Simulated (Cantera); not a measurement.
Cantera run:

```python
import numpy as np
import cantera as ct

gas_names = """
    Ca CaO CaOH CaO2H2 Ca2 H HO2 H2 H2O H2O2 O OH O2 O3
""".split()
cond_names = """
    Ca(a) Ca(b) Ca(L) CaO(s) CaO(L) CaO2H2(s) H2O(s) H2O(L)
""".split()


# ... load() reads the species with a 1 bar reference pressure and builds the phases ...
atoms = {
    'Ca(OH)2': {'Ca': 1, 'O': 2, 'H': 2},
    'H2O': {'H': 2, 'O': 1},
}
top_T = {}  # K; cautious upper limits of use, not melting points


# ... equilibrate(T, P, feed) seeds the gas with the atoms and calls Mixture.equilibrate('TP', solver="vcs", rtol=1e-11, max_steps=5000) ...
results = []
feed = {'Ca(OH)2': 1, 'H2O': 0.063}  # mol
T = 648  # K
P = 10000  # Pa
mix = equilibrate(T, P, feed)
results.append((T, P, feed, dict(zip(mix.species_names, mix.species_moles))))
x = sorted(zip(gas.X, gas.species_names), reverse=True)
print(f"T = {T:g} K  P = {P:g} Pa  gas = {mix.phase_moles(0):.4g} mol")
print("   x: " + "  ".join(f"{s} {v:.3e}" for v, s in x if v > 0.0001))
print("   condensed (mol): " + ("  ".join(f"{mix.phase(i).name} {mix.phase_moles(i):.4g}"
      for i in range(1, mix.n_phases) if mix.phase_moles(i) > 1e-12) or "none"))
```

Output:

```
T = 648 K  P = 10000 Pa  gas = 0.063 mol
   x: H2O 1.000e+00
   condensed (mol): CaO2H2(s) 1
```

Method: chemical equilibrium by Gibbs-energy minimisation in Cantera with the NASA 1993 tables (ideal gas, pure condensed phases).
